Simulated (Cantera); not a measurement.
## Transport properties of process gases

Gas mixture: 77.6 % CO, 22.4 % CH3OH, at 0.00160 bar, frozen composition.

Cantera's kinetic-theory transport with the Lennard-Jones parameters of GRI-Mech 3.0, ideal gas; thermal conductivity in the multicomponent form. Polar gases are described roughly by these parameters. The composition is frozen, though it would react at the higher temperatures.

| T (K) | ρ (kg/m³) | cp (J/kg/K) | μ (µPa s) | λ (mW/m/K) | Pr | D (cm²/s) NO | D (cm²/s) C2H2 | D (cm²/s) NH3 |
|---|---|---|---|---|---|---|---|---|
| 400 | 0.00139 | 1186 | 19.3 | 31.4 | 0.730 | 200 | 163 | 218 |
| 650 | 0.000856 | 1374 | 28.0 | 52.2 | 0.738 | 463 | 388 | 540 |
| 900 | 0.000618 | 1531 | 35.5 | 73.2 | 0.742 | 804 | 680 | 969 |
| 1150 | 0.000484 | 1649 | 42.2 | 93.3 | 0.745 | 1210 | 1030 | 1490 |
| 1400 | 0.000397 | 1734 | 48.2 | 112 | 0.746 | 1680 | 1440 | 2090 |
| 1650 | 0.000337 | 1796 | 53.9 | 130 | 0.747 | 2210 | 1900 | 2760 |
| 1900 | 0.000293 | 1840 | 59.2 | 146 | 0.747 | 2800 | 2400 | 3510 |
| 2150 | 0.000259 | 1873 | 64.2 | 161 | 0.747 | 3440 | 2950 | 4320 |
| 2400 | 0.000232 | 1898 | 69.1 | 175 | 0.747 | 4120 | 3540 | 5190 |
D: mixture-averaged diffusion coefficient of that species in the mixture.
